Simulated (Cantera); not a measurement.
A closed system holds: 1 mol SiC, 1.2 mol H2O, 23 mol H2, equilibrated at 0.000140 bar.

Equilibrium computed with Cantera from the NASA thermochemical tables; the gas is ideal and each condensed phase is pure. Candidate condensed phases: C, C6H6, C7H8, C8H18, H2O, Si, SiC, SiO2; 123 gas species. Mutual solubility and eutectic melting of coexisting phases are not modelled. Equilibrium is a limit: real reactors are often held back by kinetics, nucleation or transport. All values below are at 1023 K.

Base state: H2 0.998, CO 0.00203, CH4 1.05e-5 (mole fractions); condensed: C(graphite) + SiC(s) + SiO2(β-quartz).

What changes in the equilibrium state with this change: H2O from 1.2 to 0.012 mol?


```
species               before     after
-------------------  -------  --------
H2                     0.998     1.000
CO                   0.00203  0.000173
CH4                  1.05e-5   2.03e-6
C(graphite), mol       0.526         0
SiC(s), mol            0.425     0.996
SiO2(β-quartz), mol    0.575   0.00401
```
